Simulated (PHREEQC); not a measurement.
Solution (87 °C): 0.0022 mol/kgw H2SO4, 0.2 mol/kgw NaCl and 0.0046 mol/kgw Ca(OH)2. Closed to the air; pH follows from the charge balance.

The numbers come from PHREEQC with the Pitzer model, pitzer.dat.

Q: The ionic strength comes out as 0.216 mol/kgw. What activity coefficients do OH-, Na+, Cl-, SO4-2, Ca+2 get?

A: OH- 0.66, Na+ 0.71, Cl- 0.69, SO4-2 0.17, Ca+2 0.23. Single-ion values are on the MacInnes scale.

Precipitation was switched off in this run. Constants without temperature data keep their 25 °C values here.
